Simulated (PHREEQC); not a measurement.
0.015 g of hydrous ferric oxide (600 m²/g; 0.2 weak and 0.005 strong sites per Fe, Dzombak-Morel constants, diffuse double layer) in 1 kg of water with 0.005 mol/kgw of an inert sodium salt, at 25 °C; the pH is set by adding NaOH or the inert anion's acid. Oxygen alone is held at its pressure in air (log pO2 = -0.68). No CO2 enters from the air. Nothing may precipitate in this run.

Base run: PHREEQC, ion-association model, wateq4f.dat. Each further column changes one thing. The table gives surface charge σ (C/m²).

```tsv
pH	base	background salt from 0.005 to 0.0005 mol/kgw	oxide from 0.015 to 0.075 g/kgw	2e-05 mol/kgw CaCl2 added
3	0.302	[?]	0.303	0.303
3.67	0.221	0.130	0.221	0.222
4.33	0.147	0.071	0.147	0.148
5	0.090	[?]	0.090	0.090
5.67	0.051	0.019	0.051	0.051
6.33	0.027	0.009	0.027	0.027
7	0.013	0.004	0.013	0.013
7.67	0.004	0.001	0.004	0.004
8.33	-0.002	-0.001	-0.002	-0.001
9	-0.009	[?]	-0.009	-0.007
9.67	-0.021	-0.008	-0.021	-0.010
10.33	-0.042	-0.018	-0.042	-0.013
11	-0.081	-0.049	-0.081	-0.016
```

Question: Some entries are withheld; supply them.

Answer: 
- 3, background salt from 0.005 to 0.0005 mol/kgw: 0.238
- 5, background salt from 0.005 to 0.0005 mol/kgw: 0.038
- 9, background salt from 0.005 to 0.0005 mol/kgw: -0.003

The oxide is taken as insoluble; below pH 4 it would dissolve.
